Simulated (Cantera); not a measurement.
A Cantera script and what it prints.

```python
import numpy as np
import cantera as ct

gas_names = """
    C CH CH2 CH3 CH4 CN C2 C2H C2H2,acetylene C2H2,vinylidene C2H3,vinyl CH3CN C2H4 C2H5 C2H6 CCN CNC
    C2N2 C3 C3H3,propargyl C3H4,allene C3H4,propyne C3H4,cyclo- C3H5,allyl C3H6,propylene C3H6,cyclo-
    C3H7,n-propyl C3H7,i-propyl C3H8 C4 C4H2 C4H4,1,3-cyclo- C4H6,butadiene C4H6,2-butyne C4H6,cyclo-
    C4H8,1-butene C4H8,cis2-buten C4H8,tr2-butene C4H8,isobutene C4H8,cyclo- C4H9,n-butyl C4H9,i-butyl
    C4H9,s-butyl C4H9,t-butyl C4H10,isobutane C4H10,n-butane C4N2 C5 C5H6,1,3cyclo- C5H8,cyclo-
    C5H10,1-pentene C5H10,cyclo- C5H11,pentyl C5H11,t-pentyl C5H12,n-pentane C5H12,i-pentane
    CH3C(CH3)2CH3 C6H2 C6H5,phenyl C6H6 C6H10,cyclo- C6H12,1-hexene C6H12,cyclo- C6H13,n-hexyl
    C7H7,benzyl C7H8 C7H14,1-heptene C7H15,n-heptyl C7H16,n-heptane C8H8,styrene C8H10,ethylbenz
    C8H16,1-octene C8H17,n-octyl C8H18,isooctane C8H18,n-octane C9H19,n-nonyl C10H8,naphthale
    C10H21,n-decyl C12H9,o-bipheny C12H10,bipheny H HCN HCCN HNC H2 N NH NH2 NH3 N2 N2H2 N2H4
""".split()
cond_names = """
    C(gr) C6H6(L) C7H8(L) C8H18(L),n-octa
""".split()


def load(file, names, dense=False):
    # The tables refer to 1 bar. Condensed volumes are neglected.
    table = {s.name: s for s in ct.Species.list_from_file(file)}
    out = []
    for n in names:
        d = dict(table[n].input_data)
        d["thermo"] = dict(d["thermo"], **{"reference-pressure": 1e5})
        if dense:
            d["equation-of-state"] = {"model": "constant-volume", "density": "1e6 g/cm^3"}
        out.append(ct.Species.from_dict(d))
    return out


gas = ct.Solution(thermo="ideal-gas", species=load("nasa_gas.yaml", gas_names))
cond = {s.name: ct.Solution(thermo="fixed-stoichiometry", species=[s], name=s.name)
        for s in load("nasa_condensed.yaml", cond_names, dense=True)}
atoms = {
    'n-butane': {'C': 4, 'H': 10},
    'NH3': {'N': 1, 'H': 3},
    'H2': {'H': 2},
}
top_T = {'C(gr)': 4500}  # K; cautious upper limits of use, not melting points


def equilibrate(T, P, feed):
    n = {}
    for name, mol in feed.items():
        for a, k in atoms[name].items():
            n[a] = n.get(a, 0.0) + k * mol
    gas.TPX = T, P, n
    mass = sum(n.values()) * gas.mean_molecular_weight
    gas.equilibrate("TP")
    valid = [c for c in cond.values() if c.min_temp <= T <= top_T.get(c.name, c.max_temp)]
    mix = ct.Mixture([(gas, mass / gas.mean_molecular_weight)] + [(c, 0.0) for c in valid])
    mix.T, mix.P = T, P
    mix.equilibrate("TP", solver="vcs", rtol=1e-11, max_steps=5000)
    return mix


results = []
feed = {'n-butane': 1, 'NH3': 0.62, 'H2': 1.6}  # mol
T = 1100  # K
P = 22  # Pa
mix = equilibrate(T, P, feed)
results.append((T, P, feed, dict(zip(mix.species_names, mix.species_moles))))
x = sorted(zip(gas.X, gas.species_names), reverse=True)
print(f"T = {T:g} K  P = {P:g} Pa  gas = {mix.phase_moles(0):.4g} mol")
print("   x: " + "  ".join(f"{s} {v:.3e}" for v, s in x if v > 0.0001))
print("   condensed (mol): " + ("  ".join(f"{mix.phase(i).name} {mix.phase_moles(i):.4g}"
      for i in range(1, mix.n_phases) if mix.phase_moles(i) > 1e-12) or "none"))
```

Output:

```
T = 1100 K  P = 22 Pa  gas = 7.84 mol
   x: H2 9.604e-01  N2 3.954e-02
   condensed (mol): C(gr) 4
```

Equilibrium computed with Cantera from the NASA thermochemical tables; the gas is ideal and each condensed phase is pure.
